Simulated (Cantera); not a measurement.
Feed: 1 mol Si3N4, 0.032 mol CO2, 180 mol H2, equilibrated at 1448 K and 6.90 mbar.

These are equilibrium values from Cantera (NASA tables, ideal gas, pure condensed phases), not measurements of a reactor. Candidate condensed phases: C, C6H6, C7H8, C8H18, H2O, Si, SiC, SiO2, Si2N2O, Si3N4; 151 gas species. Mutual solubility and eutectic melting of coexisting phases are not modelled. Equilibrium is a limit: real reactors are often held back by kinetics, nucleation or transport.

Base state: H2 0.997, N2 0.00238, H 0.000111, SiO 3.38e-5 (mole fractions); condensed: Si(s) + SiC(s) + Si2N2O(s) + Si3N4(s).

### Question
What changes in the equilibrium state with this change: Si3N4 replaced by Si?

### Answer
```
species           before     after
--------------  --------  --------
H2                 0.997     1.000
SiO              3.38e-5  0.000348
H               0.000111  0.000111
N2               0.00238         0
Si(s), mol         0.577     0.907
SiC(s), mol       0.0318    0.0306
Si2N2O(s), mol    0.0578         0
Si3N4(s), mol      0.757         0
```

### Question
What changes in the equilibrium state with this change: temperature from 1448 K to 1075 K?

### Answer
| species | before | after |
|---|---|---|
| H2 | 0.997 | 1.000 |
| N2 | 0.00238 | 0.000201 |
| CH4 | 1.35e-7 | 5.37e-5 |
| H | 0.000111 | 1.77e-7 |
| SiO | 3.38e-5 | <1e-9 |
| Si(s), mol | 0.577 | 0 |
| SiC(s), mol | 0.0318 | 0.0223 |
| Si2N2O(s), mol | 0.0578 | 0.0640 |
| Si3N4(s), mol | 0.757 | 0.950 |
